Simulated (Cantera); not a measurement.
A perfectly stirred reactor is fed with C2H6 : N2 = 1 : 87 (molar parts), at 2.03 Torr; it is held at 1425 K, and followed from long to short residence time.

Model: GRI-Mech 3.0 (53 species, 325 reactions), integrated in Cantera. GRI-Mech 3.0 stops at C3 and has no aromatics, soot or wall deposition, so with more carbon than oxygen in the feed, carbon stays in small species such as C2H2 where larger ones or solid carbon would form. Radical loss at walls, strong at low pressure, is not modelled.

Problem. Predict: x(C2H6) at τ = 27.0 s; x(C2H4) at τ = 27.0 s; x(CH2) at τ = 27.0 s; x(C2H) at τ = 27.0 s; x(H2) at τ = 27.0 s; x(C2H6) at τ = 0.160 s; x(C2H4) at τ = 0.160 s; x(CH2) at τ = 0.160 s; x(C2H) at τ = 0.160 s; x(H2) at τ = 0.160 s.

Solution. 
```
Item                      Result
----------------------  --------
x(C2H6) at τ = 27.0 s    1.92e-5
x(C2H4) at τ = 27.0 s   0.000108
x(CH2) at τ = 27.0 s     3.26e-7
x(C2H) at τ = 27.0 s     5.80e-8
x(H2) at τ = 27.0 s       0.0203
x(C2H6) at τ = 0.160 s   0.00209
x(C2H4) at τ = 0.160 s   0.00409
x(CH2) at τ = 0.160 s    2.44e-6
x(C2H) at τ = 0.160 s    4.97e-8
x(H2) at τ = 0.160 s     0.00953
```
